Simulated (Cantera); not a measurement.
Cantera run:

```python
import numpy as np
import cantera as ct

gas_names = """
    AL ALCL ALCL2 ALCL3 ALN AL2 AL2CL6 CL CL2 N N2
""".split()
cond_names = """
    AL(cr) AL(L) ALCL3(s) ALCL3(L) ALN(s)
""".split()


# ... load() reads the species with a 1 bar reference pressure and builds the phases ...
atoms = {
    'Al': {'AL': 1},
    'Cl2': {'CL': 2},
    'N2': {'N': 2},
}
top_T = {'ALN(s)': 2750}  # K; cautious upper limits of use, not melting points


# ... equilibrate(T, P, feed) seeds the gas with the atoms and calls Mixture.equilibrate('TP', solver="vcs", rtol=1e-11, max_steps=5000) ...
results = []
T = 775  # K
P = 3.6  # Pa
for m in [0.31, 0.39, 0.5, 0.63, 0.8, 1, 1.3, 1.6, 2.1, 2.6, 3.3]:
    feed = {'Al': 1, 'Cl2': m, 'N2': 0.32}  # mol
    mix = equilibrate(T, P, feed)
    results.append((T, P, feed, dict(zip(mix.species_names, mix.species_moles))))
    x = sorted(zip(gas.X, gas.species_names), reverse=True)
    print(f"T = {T:g} K  P = {P:g} Pa  n(Cl2) = {m:g} mol  gas = {mix.phase_moles(0):.4g} mol")
    print("   x: " + "  ".join(f"{s} {v:.3e}" for v, s in x if v > 0.001))
    print("   condensed (mol): " + ("  ".join(f"{mix.phase(i).name} {mix.phase_moles(i):.4g}"
          for i in range(1, mix.n_phases) if mix.phase_moles(i) > 1e-12) or "none"))
```

Result:

```
T = 775 K  P = 3.6 Pa  n(Cl2) = 0.31 mol  gas = 0.2128 mol
   x: ALCL3 9.540e-01  ALCL 4.108e-02  ALCL2 4.720e-03
   condensed (mol): AL(cr) 0.1472  ALN(s) 0.64
T = 775 K  P = 3.6 Pa  n(Cl2) = 0.39 mol  gas = 0.2677 mol
   x: ALCL3 9.540e-01  ALCL 4.108e-02  ALCL2 4.720e-03
   condensed (mol): AL(cr) 0.09225  ALN(s) 0.64
T = 775 K  P = 3.6 Pa  n(Cl2) = 0.5 mol  gas = 0.3432 mol
   x: ALCL3 9.540e-01  ALCL 4.108e-02  ALCL2 4.720e-03
   condensed (mol): AL(cr) 0.01673  ALN(s) 0.64
T = 775 K  P = 3.6 Pa  n(Cl2) = 0.63 mol  gas = 0.4499 mol
   x: ALCL3 9.331e-01  N2 6.668e-02
   condensed (mol): ALN(s) 0.58
T = 775 K  P = 3.6 Pa  n(Cl2) = 0.8 mol  gas = 0.6199 mol
   x: ALCL3 8.600e-01  N2 1.398e-01
   condensed (mol): ALN(s) 0.4667
T = 775 K  P = 3.6 Pa  n(Cl2) = 1 mol  gas = 0.8199 mol
   x: ALCL3 8.128e-01  N2 1.870e-01
   condensed (mol): ALN(s) 0.3333
T = 775 K  P = 3.6 Pa  n(Cl2) = 1.3 mol  gas = 1.12 mol
   x: ALCL3 7.737e-01  N2 2.262e-01
   condensed (mol): ALN(s) 0.1333
T = 775 K  P = 3.6 Pa  n(Cl2) = 1.6 mol  gas = 1.42 mol
   x: ALCL3 7.040e-01  N2 2.254e-01  CL2 7.031e-02
   condensed (mol): none
T = 775 K  P = 3.6 Pa  n(Cl2) = 2.1 mol  gas = 1.92 mol
   x: ALCL3 5.206e-01  CL2 3.122e-01  N2 1.666e-01
   condensed (mol): none
T = 775 K  P = 3.6 Pa  n(Cl2) = 2.6 mol  gas = 2.421 mol
   x: CL2 4.541e-01  ALCL3 4.130e-01  N2 1.322e-01
   condensed (mol): none
T = 775 K  P = 3.6 Pa  n(Cl2) = 3.3 mol  gas = 3.121 mol
   x: CL2 5.764e-01  ALCL3 3.204e-01  N2 1.025e-01
   condensed (mol): none
```

These are equilibrium values from Cantera (NASA tables, ideal gas, pure condensed phases), not measurements of a reactor. The tables' values for AlCl2 are old estimates; treat these amounts as uncertain.
